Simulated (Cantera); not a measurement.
Source: NASA polynomial tables (part measured, part estimated), evaluated in Cantera. Values are per mole of reaction as written; species without (g) are pure solids or liquids, kept so even where they would boil at 1 bar.

2 TiCl₃(g) + 2 Ti₂O₃ ⇌ 3 TiOCl₂(g) + 3 TiO(g), with ΔH° = 2646.8 kJ and ΔS° = 874.5 J/K at 300 K.

Task: How far is the shortcut ΔG° ≈ ΔH°(300 K) − T·ΔS°(300 K) from the full temperature-dependent value at 1875, 2025, 2175, 2325, 2475, 2625, 2775, 2925 K?

Result: 
```
T (K)  shortcut (kJ)  full (kJ)  difference (kJ)  difference in log10 K  condensed phases
-----  -------------  ---------  ---------------  ---------------------  ----------------
1875          1007.1     1168.0           -160.9                   4.48          Ti₂O₃(s)
2025           876.0     1063.1           -187.2                   4.83          Ti₂O₃(s)
2175           744.8      965.5           -220.7                   5.30          Ti₂O₃(l)
2325           613.6      877.9           -264.3                   5.94          Ti₂O₃(l)
2475           482.5      791.6           -309.1                   6.52          Ti₂O₃(l)
2625           351.3      706.3           -355.0                   7.06          Ti₂O₃(l)
2775           220.1      622.0           -401.8                   7.56          Ti₂O₃(l)
2925            89.0      538.6           -449.7                   8.03          Ti₂O₃(l)
```
The shortcut ignores heat capacities and the phase changes listed.
